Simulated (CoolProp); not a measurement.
Vapour-liquid equilibrium of ethylene (1) + n-perfluorobutane (2) at -11.25 °C; x and y are mole fractions of (1).

The numbers come from the multi-fluid Helmholtz-energy mixture model, Smukala 2000 and Gao 2022; pair parameters Bell 2016 in CoolProp.

```
x      bubble pressure, mixture model (kPa)  bubble pressure, Raoult's law (kPa)  y, mixture model  y, Raoult's law
-----  ------------------------------------  -----------------------------------  ----------------  ---------------
0.05                                    [?]                                222.7             0.770            0.706
0.125                                   [?]                                453.5             0.893            0.867
0.2                                    1075                                684.3             0.927            0.920
0.275                                  1399                                915.1             0.941            0.945
0.35                                   1650                                 1146             0.948            0.961
0.425                                  1833                                 1377             0.952            0.971
0.5                                    1967                                 1607             0.955            0.979
0.575                                  2076                                 1838               [?]            0.984
0.65                                   2183                                 2069             0.960            0.988
0.725                                  2307                                 2300             0.964            0.992
0.8                                    2464                                 2531               [?]            0.995
0.875                                  2669                                 2762             0.977            0.997
0.95                                   2933                                 2992               [?]            0.999
```

Q: Fill in the missing entries.

A: 
- 0.05, bubble pressure, mixture model (kPa): 308.5
- 0.125, bubble pressure, mixture model (kPa): 698.6
- 0.575, y, mixture model: 0.958
- 0.8, y, mixture model: 0.969
- 0.95, y, mixture model: 0.989

The largest gap from Raoult's law is +57.1 % in bubble pressure, at x = 0.2. No azeotrope shows between x = 0.05 and 0.95.

Pair parameters are fitted to limited data, so mixtures are less certain than the pure fluids. The gap from Raoult's law changes sign with composition, which may be real or a fault of the pair parameters; it wasn't checked against measurements. With so large a gap from Raoult's law the liquid may split in two, which this calculation doesn't test in full.
